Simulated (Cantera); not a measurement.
Reactions in the system Cl-O-Pb

Source: NASA polynomial tables (part measured, part estimated), evaluated in Cantera. Values are per mole of reaction as written; species without (g) are pure solids or liquids, kept so even where they would boil at 1 bar.

O₃(g) + 3 PbCl₂ = 3 PbO + 3 Cl₂(g)

```tsv
T (K)	ΔH° (kJ)	ΔS° (J/K)	ΔG° (kJ)	log10 K	condensed phases
1073	165.7	72.4	88.0	-4.29	PbCl₂(l), PbO(yellow)
1148	158.2	65.6	82.9	-3.77	PbCl₂(l), PbO(yellow)
1223	228.4	126.3	73.9	-3.16	PbCl₂(l), PbO(l)
1298	222.1	121.3	64.7	-2.60	PbCl₂(l), PbO(l)
1373	215.8	116.6	55.7	-2.12	PbCl₂(l), PbO(l)
1448	209.5	112.1	47.2	-1.70	PbCl₂(l), PbO(l)
```
